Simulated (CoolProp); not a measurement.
Values from CoolProp's reference Helmholtz-energy equation of state, Lemmon 2006. It is a short technical equation, of lower accuracy than the large ones.

Q: Give the vapour pressure (MPa), liquid density (kg/m³), vapour density (kg/m³), enthalpy of vaporisation (kJ/kg) of saturated nitrous oxide at -27.65, -24.65, -21.65 °C.

A: 
```
T (°C)  p (MPa)  liquid density (kg/m³)  vapour density (kg/m³)  enthalpy of vaporisation (kJ/kg)
------  -------  ----------------------  ----------------------  --------------------------------
-27.65     1.42                    1030                    36.7                               291
-24.65     1.56                    1020                    40.4                               285
-21.65     1.71                    1000                    44.4                               280
```
